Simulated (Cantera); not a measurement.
Cantera run:

```python
import numpy as np
import cantera as ct

gas_names = """
    Br Br2 H HBr H2 N NH NH2 NH3 N2 N2H2 N2H4 Si SiBr SiBr2 SiBr3 SiBr4 SiH SiHBr3 SiH2 SiH2Br2 SiH3
    SiH3Br SiH4 SiN Si2 Si2N Si3
""".split()
cond_names = """
    Br2(cr) Br2(L) Si(cr) Si(L) Si3N4(a)
""".split()


# ... load() reads the species with a 1 bar reference pressure and builds the phases ...
atoms = {
    'Si': {'Si': 1},
    'HBr': {'H': 1, 'Br': 1},
    'N2': {'N': 2},
}
top_T = {'Si3N4(a)': 2400}  # K; cautious upper limits of use, not melting points


# ... equilibrate(T, P, feed) seeds the gas with the atoms and calls Mixture.equilibrate('TP', solver="vcs", rtol=1e-11, max_steps=5000) ...
results = []
feed = {'Si': 1, 'HBr': 1.4, 'N2': 0.17}  # mol
T = 1523  # K
P = 133.322  # Pa
mix = equilibrate(T, P, feed)
results.append((T, P, feed, dict(zip(mix.species_names, mix.species_moles))))
print(gas.report(threshold=0.001))
for i in range(1, mix.n_phases):
    print(f"{mix.phase(i).name:16s} {mix.phase_moles(i):12.5e} mol")
```

It prints:

```
       temperature   1523 K
          pressure   133.32 Pa
           density   0.00091455 kg/m^3
  mean mol. weight   86.864 kg/kmol
   phase of matter   gas

                          1 kg             1 kmol
                     ---------------   ---------------
          enthalpy         2.869e+05        2.4921e+07  J
   internal energy        1.4112e+05        1.2258e+07  J
           entropy            3920.8        3.4058e+05  J/K
    Gibbs function       -5.6845e+06       -4.9378e+08  J
 heat capacity c_p            480.52             41740  J/K
 heat capacity c_v             384.8             33425  J/K

                      mass frac. Y      mole frac. X     chem. pot. / RT
                     ---------------   ---------------   ---------------
                Br          0.019875          0.021606           -24.753
               HBr           0.20586           0.22101           -37.902
                H2         0.0082764           0.35661           -26.298
                N2          0.017904          0.055517            -35.57
             SiBr2           0.73966           0.34195           -54.129
             SiBr3         0.0067767         0.0021981           -78.883
     [  +22 minor]         0.0016469         0.0011163

Br2(L)            0.00000e+00 mol
Si(cr)            3.53138e-01 mol
Si3N4(a)          4.34201e-02 mol
```

Method: chemical equilibrium by Gibbs-energy minimisation in Cantera with the NASA 1993 tables (ideal gas, pure condensed phases). Mutual solubility and eutectic melting of coexisting phases are not modelled. The tables' values for SiBr3, SiBr are old estimates; treat these amounts as uncertain.
